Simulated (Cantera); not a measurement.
Mixture: 6.34 % CO, 0.589 % H2, 8.87 % CH4, 17.7 % O2, 66.5 % N2, equivalence ratio 1.2, at 0.660 bar, adiabatic and at constant pressure. Ignition delay is the time to a rise of 400 K.

Model: GRI-Mech 3.0 (53 species, 325 reactions), integrated in Cantera. Below about 1000 K GRI-Mech 3.0 lacks low-temperature oxidation paths. Below about 950 K walls govern HO2 and H2O2 in real vessels.

Question: Predict: delay at 900 K; delay at 975 K; delay at 1050 K; delay at 1125 K; delay at 1200 K; delay at 1275 K; apparent activation energy between 1125 and 1275 K.

Answer: 
```
Property                                                Result
--------------------------------------------------  ----------
delay at 900 K                                          2.11 s
delay at 975 K                                         0.867 s
delay at 1050 K                                        0.323 s
delay at 1125 K                                        0.114 s
delay at 1200 K                                        40.4 ms
delay at 1275 K                                        15.0 ms
apparent activation energy between 1125 and 1275 K  160 kJ/mol
```
